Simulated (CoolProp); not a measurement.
A simple Rankine cycle with sulfur dioxide: condensing at 297.15 K, boiler at 4.16 MPa, turbine inlet 524 K, turbine efficiency 0.85, pump efficiency 0.7, no recuperator. Each further row changes one setting.

Model: reference Helmholtz-energy equation of state, Gao 2016, in CoolProp.

```
case                             thermal efficiency (%)  net work (kJ/kg)  heat in (kJ/kg)  turbine exit temperature (K)  volume ratio over the turbine
-------------------------------  ----------------------  ----------------  ---------------  ----------------------------  -----------------------------
as stated                                          20.0              98.5              494                         349.8                           7.79
condensing temperature 289.15 K                    21.3               108              505                         334.3                           9.87
boiler pressure 2.91 MPa                           17.9              89.9              503                         375.0                           5.71
turbine efficiency 0.75                            17.5              86.5              494                         366.9                           8.22
```
